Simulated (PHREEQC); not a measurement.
Make-up at 25 °C: 0.17 mol HF, 0.0011 mol NH4F and 0.0058 mol H3PO4 per kg of water. Closed to the air; pH follows from the charge balance.

Model: ion-association model, wateq4f.dat, run in PHREEQC.

Each row changes one thing in this solution. Precipitation was switched off in this run.

| case | pH | ionic strength (mol/kgw) | HF (mol/kgw) | H2F2 (mol/kgw) | F- (mol/kgw) | HF2- (mol/kgw) |
|---|---|---|---|---|---|---|
| as made | 1.98 | 0.0127 | 0.103 | 0.0276 | 0.00736 | 0.00291 |
| HF left out | 2.52 | 0.00431 | 0.000884 | 2.04e-6 | 0.000210 | 7.14e-7 |
| H3PO4 replaced by Na2HPO4 at the same molality | 2.20 | 0.0198 | 0.0988 | 0.0255 | 0.0120 | 0.00457 |
| H3PO4 left out | 2.03 | 0.0114 | 0.102 | 0.0272 | … | 0.00321 |
| H3PO4 from 0.0058 to 0.0116 mol/kgw | 1.94 | 0.0140 | 0.103 | 0.0279 | 0.00671 | 0.00267 |
| NH4F replaced by NH4HF2 at the same molality | 1.98 | 0.0127 | 0.103 | 0.0279 | 0.00737 | 0.00293 |
| H3PO4 replaced by KH2PO4 at the same molality | 2.09 | 0.0160 | 0.101 | 0.0267 | 0.00946 | 0.00368 |
| NH4F replaced by (NH4)2HPO4 at the same molality | 1.99 | 0.0135 | 0.102 | 0.0272 | 0.00756 | 0.00297 |
| HF from 0.17 to 0.255 mol/kgw | 1.90 | 0.0150 | 0.139 | 0.0502 | 0.00838 | … |

**Question.** Complete the blanks.

**Answer.** 
- H3PO4 left out, F- (mol/kgw): 0.00817
- HF from 0.17 to 0.255 mol/kgw, HF2- (mol/kgw): 0.00447

wateq4f.dat counts part of the HF as a dimer, H2F2, which phreeqc.dat doesn't know; its constant is uncertain. H3PO4, which wateq4f.dat lacks, is added to it with the constant of phreeqc.dat.
